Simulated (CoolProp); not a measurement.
A single-stage vapour-compression cycle with R245fa: evaporating at 243.15 K (dew point), condensing at 309.15 K (bubble point), superheat 10 K, subcooling 0 K, compressor efficiency 0.7, no pressure losses. Each further row changes one setting.

Values from CoolProp's reference Helmholtz-energy equation of state, Akasaka 2015.

| case | cooling COP | pressure ratio | discharge temperature (K) | refrigerating effect (kJ/kg) | volumetric capacity (kJ/m³) |
|---|---|---|---|---|---|
| as stated | 1.95 | 19.9 | 342.7 | 143 | 101 |
| evaporating temperature 248.15 K | 2.21 | 14.8 | 339.5 | 147 | 137 |
| condensing temperature 304.15 K | 2.17 | 16.7 | 337.4 | 150 | 106 |
| subcooling 5 K | 2.04 | 19.9 | 342.7 | 150 | 106 |
| superheat 20 K | 1.98 | 19.9 | 353.7 | 151 | 103 |
| compressor efficiency 0.6 | 1.67 | 19.9 | 355.2 | 143 | 101 |
